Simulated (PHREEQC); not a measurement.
1 kg of water holding 0.16 mol/kgw NaOH and 0.082 mol/kgw NaCl meets 20 L of dry gas (CH4 1 by moles) at fixed total pressure, at 25 °C; fugacities by Peng-Robinson. The gases take part in no redox reaction, some water evaporates into the gas, and hydrates or a liquid gas phase aren't modelled. Precipitation was switched off in this run.

Model: ion-association model, phreeqc.dat, run in PHREEQC.

Task: Predict dissolved CH4 (mol/kgw), φ of CH4 at P (atm) = 2, 10, 20, 50, 100.

Result: 
```json
[
 {"P (atm)": "2", "dissolved CH4 (mol/kgw)": "0.00292", "φ of CH4": "0.996"},
 {"P (atm)": "10", "dissolved CH4 (mol/kgw)": "0.0144", "φ of CH4": "0.978"},
 {"P (atm)": "20", "dissolved CH4 (mol/kgw)": "0.0278", "φ of CH4": "0.957"},
 {"P (atm)": "50", "dissolved CH4 (mol/kgw)": "0.0628", "φ of CH4": "0.898"},
 {"P (atm)": "100", "dissolved CH4 (mol/kgw)": "0.107", "φ of CH4": "0.817"}
]
```
